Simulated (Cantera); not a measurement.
## C3H8 + O2 + N2 (carbon deposition, reforming and gasification)

Charge: 1 mol C3H8, 1.3 mol O2, a varied amount of N2, equilibrated at 133 Pa.

These are equilibrium values from Cantera (NASA tables, ideal gas, pure condensed phases), not measurements of a reactor. Candidate condensed phases: C, C6H6, C7H8, C8H18, H2O; 136 gas species. Equilibrium is a limit: real reactors are often held back by kinetics, nucleation or transport.

Stable condensed phases:

```
T in K \ n(N2) in mol
         0.18 0.39 0.83  1.8  3.8  8.2   18   38
   2798     A    A    A    A    A    A    A    A
   2748     A    A    A    A    A    A    A    A
   2698     B    A    A    A    A    A    A    A
   2648     B    B    B    A    A    A    A    A
   2598     B    B    B    B    A    A    A    A
   2548     B    B    B    B    B    A    A    A
   2498     B    B    B    B    B    A    A    A
   2448     B    B    B    B    B    B    A    A
   2398     B    B    B    B    B    B    A    A
   2348     B    B    B    B    B    B    B    A
   2298     B    B    B    B    B    B    B    A
```

A: gas only; B: C.
